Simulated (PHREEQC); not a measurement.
## Acid rinse or clean

Make-up at 25 °C: 0.012 mol/kgw H2SO4, 3.6e-05 mol/kgw ZnSO4 and 0.0027 mol/kgw KCl. Closed to the air; pH follows from the charge balance.

The numbers come from PHREEQC with the ion-association model, phreeqc.dat.

```yaml
pH: 1.80
ionic_strength: 0.0268 mol/kgw
specific_conductance: 7080 µS/cm
total_alkalinity: -24.0 meq/kg
```

| species | molality | activity | log γ |
|---|---|---|---|
| H+ | 0.0181 | 0.0159 | -0.056 |
| SO4-2 | 0.00604 | 0.00329 | -0.264 |
| HSO4- | 0.00593 | 0.00507 | -0.068 |
| Cl- | 0.00270 | 0.00230 | -0.069 |
| K+ | 0.00264 | 0.00225 | -0.070 |
| KSO4- | 6.02e-5 | 5.19e-5 | -0.065 |
| Zn+2 | 2.50e-5 | 1.36e-5 | -0.263 |
| ZnSO4 | 1.04e-5 | 1.05e-5 | 0.003 |
| Zn(SO4)2-2 | 5.22e-7 | 2.80e-7 | -0.271 |
| ZnCl+ | 9.88e-8 | 8.43e-8 | -0.069 |

Precipitation was switched off in this run.
